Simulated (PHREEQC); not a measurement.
Model water analysis in mg/kgw, 20 °C, pH 5.98, pe 0.8:

| constituent | mg/kgw |
|---|---|
| Na | 0.749 |
| K | 0.045 |
| Ca | 0.177 |
| Mg | 0.0462 |
| Cl | 0.493 |
| S(6) as SO4 | 0.845 |
| Alkalinity as HCO3 | 0.875 |
| Si as SiO2 | 0.00064 |
| N(-3) as NH4 | 0.000961 |
| Br | 0.00109 |
| B | 0.00378 |

Valence states are taken as typed.

Model: ion-association model, phreeqc.dat, run in PHREEQC.

```
Item                            Value
--------------------  ---------------
ionic strength        6.23e-5 mol/kgw
charge-balance error            0.6 %
```

```tsv
species	molality	activity	log γ
CO2	3.85e-5	3.85e-5	0.000
Na+	3.26e-5	3.23e-5	-0.004
HCO3-	1.54e-5	1.52e-5	-0.004
Cl-	1.39e-5	1.38e-5	-0.004
SO4-2	8.78e-6	8.47e-6	-0.016
Ca+2	4.41e-6	4.25e-6	-0.016
```

Precipitation was switched off in this run. Complexes and solids missing from the database can't appear.
